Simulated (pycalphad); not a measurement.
An equivalent pycalphad script:

```python
from pycalphad import Database, equilibrium, calculate, variables as v
import numpy as np
db = Database('COST507.tdb')
comps = ['SI', 'AL', 'VA']
phases = ['DIAMOND_A4', 'FCC_A1', 'LIQUID']
eq = equilibrium(db, comps, phases, {v.X('AL'): 0.0078, v.T: np.arange(1850, 499, -75), v.P: 101325, v.N: 1}, output=['HM', 'SM'])
```

All values are pycalphad results on the COST 507 light-alloy database (1999) (1 atm), not direct measurements. The data set is of 1999 and partly superseded. Phase fractions are per mole of atoms.

Results at three of the temperatures:

```
T = 1400.00 K, P = 101325 Pa, N = 1 mol of atoms
G = -51516 J/mol, H = 28416 J/mol, S = 57.09 J/(mol K)  (SER reference)
chemical potentials (J/mol): Si -51223, Al -88800
phase             fraction      x(Si)      x(Al)
DIAMOND_A4          0.9823     0.9999   9.07e-05
LIQUID              0.0177     0.5655     0.4345
```

```
T = 1250.00 K, P = 101325 Pa, N = 1 mol of atoms
G = -43198 J/mol, H = 24033 J/mol, S = 53.78 J/(mol K)  (SER reference)
chemical potentials (J/mol): Si -42985, Al -70226
phase             fraction      x(Si)      x(Al)
DIAMOND_A4          0.9866     1.0000   4.91e-05
LIQUID              0.0134     0.4208     0.5792
```

```
T = 1100.00 K, P = 101325 Pa, N = 1 mol of atoms
G = -35393 J/mol, H = 19850 J/mol, S = 50.22 J/(mol K)  (SER reference)
chemical potentials (J/mol): Si -35242, Al -54579
phase             fraction      x(Si)      x(Al)
DIAMOND_A4          0.9889     1.0000   1.74e-05
LIQUID              0.0111     0.2961     0.7039
```

Changes of the phase set, refined by bisection:

```tsv
T (°C)	phases above	phases below
1410.2	LIQUID	DIAMOND_A4 + LIQUID
577.0	DIAMOND_A4 + LIQUID	DIAMOND_A4 + FCC_A1
```

FCC_A1 is fcc; DIAMOND_A4 is diamond (Si).
